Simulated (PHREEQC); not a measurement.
PHREEQC input (Pitzer model, pitzer.dat):

```
SOLUTION 1
  temp 30
  units mol/kgw
  pH 7 charge
  S(6) 0.0067
  K 1.3973
  C(4) 0.6239
  Cl 0.14
END
USE solution 1
INCREMENTAL_REACTIONS false
REACTION 1
  H2O -1
  0 9.886 18.011 24.689 30.178 34.689 38.397 41.444
  43.949 46.007 47.699 49.089 50.232 51.172 51.944 52.578
  53.1 53.528 53.88 54.17 54.408 54.603 54.764 moles
EQUILIBRIUM_PHASES 1
  Arcanite 0 0
  Kalicinite 0 0
  Misenite 0 0
  Sylvite 0 0
  CO2(g) -3.4 10
SELECTED_OUTPUT 1
  -reset false
  -pH true
  -pe true
  -ionic_strength true
  -water true
  -activities H2O
  -totals C Cl K S
  -molalities H+ K+ Cl- CO3-2 SO4-2 OH- HCO3- CO2 HSO4-
  -equilibrium_phases Arcanite Kalicinite Misenite Sylvite
PRINT
  -reset false
END
```

Selected output (columns that matter, 21 of 23 rows; water left (kg) added in front):

```
water left (kg)	pH	mu	C	Cl	K	S	m_H+	m_K+	m_Cl-	m_CO3-2	la_H2O	Arcanite	Kalicinite	Sylvite
0.998704	10.192	1.9494	0.70172	0.14018	1.3991	0.0067087	1.9327e-10	1.3991	0.14018	0.54354	-0.014379	0	0	0
0.820724	10.23	2.3806	0.84545	0.17058	1.7025	0.0081635	1.9146e-10	1.7025	0.17058	0.66991	-0.017551	0	0	0
0.674452	10.273	2.9058	1.02	0.20758	2.0718	0.009934	1.8835e-10	2.0718	0.20758	0.8241	-0.02156	0	0	0
0.554232	10.32	3.5452	1.2322	0.2526	2.5211	0.012089	1.8327e-10	2.5211	0.2526	1.0119	-0.0267	0	0	0
0.455415	10.374	4.3233	1.4907	0.30741	3.0682	0.014712	1.7557e-10	3.0682	0.30741	1.2404	-0.033389	0	0	0
0.307432	10.507	6.4207	2.1921	0.45539	4.5451	0.021793	1.5029e-10	4.5451	0.45539	1.8538	-0.054055	0	0	0
0.252549	10.59	7.8186	2.6659	0.55435	5.5328	0.026529	1.325e-10	5.5328	0.55435	2.2593	-0.070071	0	0	0
0.207402	10.687	9.516	3.2508	0.67502	6.7372	0.032304	1.1191e-10	6.7372	0.67502	2.7466	-0.091935	0	0	0
0.170272	10.796	11.517	3.9771	0.82221	8.1683	0.020367	9.3407e-11	8.1683	0.82221	3.3282	-0.12126	0.0032321	0	0
0.139671	10.92	13.951	4.8952	1.0024	9.9299	0.01081	7.442e-11	9.9299	1.0024	4.0106	-0.16135	0.0051901	0	0
0.112695	10.928	14.226	4.9186	1.2423	10.199	0.0098567	6.8193e-11	10.199	1.2423	4.018	-0.16821	0.0055892	0.23678	0
0.0903563	10.923	14.225	4.8206	1.4985	10.277	0.0095966	6.3534e-11	10.277	1.4985	3.9386	-0.17058	0.0058329	0.45244	0.0046031
0.0721278	10.923	14.225	4.8206	1.4985	10.277	0.0095966	6.3534e-11	10.277	1.4985	3.9386	-0.17058	0.0060078	0.61211	0.031918
0.0571571	10.923	14.225	4.8206	1.4985	10.277	0.0095966	6.3534e-11	10.277	1.4985	3.9386	-0.17058	0.0061515	0.74324	0.054351
0.0448626	10.923	14.225	4.8206	1.4985	10.277	0.0095966	6.3534e-11	10.277	1.4985	3.9386	-0.17058	0.0062695	0.85094	0.072774
0.03474	10.923	14.225	4.8206	1.4985	10.277	0.0095966	6.3534e-11	10.277	1.4985	3.9386	-0.17058	0.0063666	0.9396	0.087943
0.0196142	10.923	14.225	4.8206	1.4985	10.277	0.0095966	6.3534e-11	10.277	1.4985	3.9386	-0.17058	0.0065118	1.0721	0.11061
0.0139906	10.923	14.225	4.8206	1.4985	10.277	0.0095966	6.3534e-11	10.277	1.4985	3.9386	-0.17058	0.0065657	1.1214	0.11904
0.00937526	10.923	14.225	4.8206	1.4985	10.277	0.0095966	6.3534e-11	10.277	1.4985	3.9386	-0.17058	0.00661	1.1618	0.12595
0.00559382	10.923	14.225	4.8206	1.4985	10.277	0.0095966	6.3534e-11	10.277	1.4985	3.9386	-0.17058	0.0066463	1.1949	0.13162
0.00247171	10.923	14.225	4.8206	1.4985	10.277	0.0095966	6.3534e-11	10.277	1.4985	3.9386	-0.17058	0.0066763	1.2222	0.1363
```

Species that the database lacks are ignored.
